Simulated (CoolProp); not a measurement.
Vapour-liquid equilibrium of R143a (1) + R134a (2) at 93.8 kPa; x and y are mole fractions of (1).

Values from CoolProp's multi-fluid Helmholtz-energy mixture model, Lemmon and Jacobsen 2000 and Tillner-Roth 1994; pair parameters Lemmon 2004.

| x | bubble temperature, mixture model (°C) | bubble temperature, Raoult's law (°C) | y, mixture model | y, Raoult's law |
|---|---|---|---|---|
| 0.05 | -29.3 | -29.3 | 0.113 | 0.118 |
| 0.125 | -31.5 | -31.5 | 0.261 | 0.269 |
| 0.2 | -33.5 | -33.6 | 0.386 | 0.395 |
| 0.275 | -35.4 | -35.5 | 0.491 | 0.502 |
| 0.35 | -37.2 | -37.3 | 0.582 | 0.592 |
| 0.425 | -38.9 | -39.0 | 0.659 | 0.669 |
| 0.5 | -40.5 | -40.5 | 0.726 | 0.735 |
| 0.575 | -41.9 | -42.0 | 0.784 | 0.791 |
| 0.65 | -43.3 | -43.4 | 0.834 | 0.840 |
| 0.725 | -44.6 | -44.7 | 0.878 | 0.883 |
| 0.8 | -45.9 | -45.9 | 0.917 | 0.921 |
| 0.875 | -47.0 | -47.1 | 0.951 | 0.954 |
| 0.95 | -48.1 | -48.2 | 0.981 | 0.983 |

The largest gap from Raoult's law is +0.1 K in bubble temperature, at x = 0.275. No azeotrope shows between x = 0.05 and 0.95.

The pair parameters rest on a limited set of measurements; away from them the model extrapolates.
